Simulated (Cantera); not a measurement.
An adiabatic, constant-pressure homogeneous reactor starts with CH₄ : C₂H₆ : O₂ : N₂ = 1 : 0.26 : 2.43 : 24.3 (molar parts), at 1250 K and 31000 Pa. Integrator tolerance rtol = 1e-08.

Computed with Cantera and GRI-Mech 3.0 (53 species, 325 reactions).

Task: What does this change do: pressure from 31000 Pa to 101000 Pa?

Result: 
```json
[
 {"quantity": "time of steepest temperature rise", "before": "5.87 ms", "after": "2.61 ms"},
 {"quantity": "temperature at 2.00 s", "before": "2102 K", "after": "2107 K"},
 {"quantity": "equilibrium temperature", "before": "2102 K", "after": "2107 K"},
 {"quantity": "x(CH₄) at 2.00 s", "before": "<1e-12 (gas-phase equilibrium <1e-12)", "after": "<1e-12 (gas-phase equilibrium <1e-12)"},
 {"quantity": "x(C₂H₆) at 2.00 s", "before": "<1e-12 (gas-phase equilibrium <1e-12)", "after": "<1e-12 (gas-phase equilibrium <1e-12)"},
 {"quantity": "x(O₂) at 2.00 s", "before": "5.94e-5 (gas-phase equilibrium 5.93e-5)", "after": "1.97e-5 (gas-phase equilibrium 1.97e-5)"},
 {"quantity": "x(C₂H) at 2.00 s", "before": "<1e-12 (gas-phase equilibrium <1e-12)", "after": "<1e-12 (gas-phase equilibrium <1e-12)"},
 {"quantity": "x(HO₂) at 2.00 s", "before": "6.28e-9 (gas-phase equilibrium 6.27e-9)", "after": "3.76e-9 (gas-phase equilibrium 3.76e-9)"},
 {"quantity": "x(OH) at 2.00 s", "before": "0.000528 (gas-phase equilibrium 0.000528)", "after": "0.000305 (gas-phase equilibrium 0.000305)"}
]
```
